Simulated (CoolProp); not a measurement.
A single-stage vapour-compression cycle with the fluid: evaporating at 298.15 K (dew point), condensing at 349.15 K (bubble point), superheat 5 K, subcooling 2 K, compressor efficiency 0.8, no pressure losses. The same conditions are run with several fluids, on thermodynamics alone (safety and materials aside).

Model: reference Helmholtz-energy equation of state of each fluid (R141b: Lemmon 2006; vinyl chloride: Thol 2022; dimethyl ether: Wu 2011; R124: de Vries 1995; 1,2-dichloroethane: Thol 2015; R365MFC: Lemmon 2016), in CoolProp.

```json
[
 {"fluid": "R141b", "cooling COP": "3.95", "pressure ratio": "4.85", "discharge temperature (K)": "363.1", "refrigerating effect (kJ/kg)": "172", "volumetric capacity (kJ/m³)": "645"},
 {"fluid": "vinyl chloride", "cooling COP": "3.85", "pressure ratio": "3.61", "discharge temperature (K)": "384.1", "refrigerating effect (kJ/kg)": "248", "volumetric capacity (kJ/m³)": "2620"},
 {"fluid": "dimethyl ether", "cooling COP": "3.60", "pressure ratio": "3.48", "discharge temperature (K)": "370.3", "refrigerating effect (kJ/kg)": "281", "volumetric capacity (kJ/m³)": "3410"},
 {"fluid": "R124", "cooling COP": "3.36", "pressure ratio": "3.77", "discharge temperature (K)": "355.2", "refrigerating effect (kJ/kg)": "91.4", "volumetric capacity (kJ/m³)": "2110"},
 {"fluid": "1,2-dichloroethane", "cooling COP": "4.16", "pressure ratio": "7.57", "discharge temperature (K)": "386.0", "refrigerating effect (kJ/kg)": "294", "volumetric capacity (kJ/m³)": "122"},
 {"fluid": "R365MFC", "cooling COP": "3.64", "pressure ratio": "5.55", "discharge temperature (K)": "349.1", "refrigerating effect (kJ/kg)": "130", "volumetric capacity (kJ/m³)": "447"}
]
```

The compression ends wet for: R365MFC.
